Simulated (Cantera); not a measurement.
A closed system holds: 1 mol Si, 5.3 mol HCl, 96 mol N2, equilibrated at 475 K and 3.50e-5 bar.

Equilibrium computed with Cantera from the NASA thermochemical tables; the gas is ideal and each condensed phase is pure. Candidate condensed phases: NH4Cl, Si, Si3N4; 28 gas species. N2 is the only nitrogen source here; it is nearly inert below about 1500 K, so the nitride shown seldom forms there in practice. Equilibrium is a limit: real reactors are often held back by kinetics, nucleation or transport.

Task: What is the equilibrium state?

Result: x(N2): 0.953
x(HCl): 0.0279
x(H2): 0.0124
x(SiCl4): 0.00621
n(Si3N4(s)): 0.125 mol
gas amount: 100.4 mol
log10 activity of Si(s) (absent): -18.60
